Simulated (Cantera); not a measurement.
## Hydrogen reduction and annealing atmospheres: V2O5 + H2

Input: 1 mol V2O5, 140 mol H2, at 133 Pa.

Cantera equilibrium calculation (NASA polynomials, part measured and part estimated; ideal gas, pure solids and liquids). Candidate condensed phases: H2O, V, VO, V2O3, V2O4, V2O5; 12 gas species. VO: taken at fixed stoichiometry. Condensed phases not in the tables: the oxides between V2O3 and V2O5 other than VO2. The numbers say what is thermodynamically allowed, not how fast it happens.

From 900 K to 1700 K the condensed part is V2O3(s). At 1900 K the condensed part is VO(s). At 2100 K nothing is condensed.

```csv
T (K),x H2,x H,x H2O,x VO2,x VO,x V,n V2O3(s),n VO(s)
900,0.986,3.18e-9,0.0143,<1e-12,<1e-12,<1e-12,1.00,0
1100,0.986,7.03e-7,0.0143,<1e-12,<1e-12,<1e-12,1.00,0
1300,0.986,3.01e-5,0.0143,1.58e-9,1.44e-11,<1e-12,1.00,0
1500,0.985,0.000479,0.0143,5.78e-7,2.00e-8,2.96e-11,1.000,0
1700,0.982,0.00400,0.0142,4.99e-5,4.78e-6,2.79e-8,0.996,0
1900,0.957,0.0213,0.0193,0.00186,0.000284,3.55e-6,0,1.70
2100,0.894,0.0807,0.0113,0.00909,0.00422,0.000204,0,0
```
x: gas mole fraction; n: condensed amount in mol.
